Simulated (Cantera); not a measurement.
Feed: 1 mol CH4, a varied amount of H2, held at 0.000950 bar.

These are equilibrium values from Cantera (NASA tables, ideal gas, pure condensed phases), not measurements of a reactor. Candidate condensed phases: C, C6H6, C7H8, C8H18; 76 gas species. Equilibrium is a limit: real reactors are often held back by kinetics, nucleation or transport.

What condenses at these points (T in K, n(H2) in mol): (2175, 30); (2875, 30); (2175, 11); (2875, 49); (1975, 30)?


```csv
T (K),n(H2) in mol,condensed phases,C condensed (%)
2175,30,C,86.7
2875,30,gas only,0.0
2175,11,C,94.6
2875,49,gas only,0.0
1975,30,C,95.9
```
